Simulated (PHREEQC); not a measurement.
0.5 mol of Fluorite (CaF2) is brought to equilibrium with 1 kg of water holding 0.026 mol/kgw NaOH, at several temperatures. O2 is buffered at 0.21 atm. CO2 from the air is kept out. Only these solids could form: Fluorite.

All values are PHREEQC results (ion-association model, phreeqc.dat), not measurements.

```
T (°C)     pH  dissolved Ca (mol/kgw)  dissolved F (mol/kgw)
------  -----  ----------------------  ---------------------
5       13.07                0.000267               0.000533
14      12.73                0.000262               0.000524
23      12.41                0.000268               0.000537
32      12.11                0.000280               0.000561
41      11.85                0.000295               0.000590
50      11.60                0.000310               0.000621
59      11.38                0.000325               0.000650
68      11.17                0.000338               0.000676
77      10.98                0.000350               0.000700
86      10.81                0.000360               0.000720
95      10.65                0.000368               0.000737
```

At this temperature some constants are extrapolated from 25 °C, and those without enthalpy data are left unchanged.
